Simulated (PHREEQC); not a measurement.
Solution (20 °C): 0.28 mol HNO3, 0.0014 mol Al(NO3)3 and 0.043 mol CuSO4 per kg of water. It is in equilibrium with CO2 at log p = 0 (atm). Otherwise closed; pH follows from the charge balance.

All values are PHREEQC results (ion-association model, phreeqc.dat), not measurements.

This is a speciation only: nothing precipitates in the calculation.

Problem. Estimate the pH.

Solution. pH 0.72.

Problem. In which forms is Al present?

Solution. Al+3 59 %, AlSO4+ 38 %, Al(SO4)2- 1.7 %, AlHSO4+2 1.5 % of the Al.

Species that the database lacks are ignored.
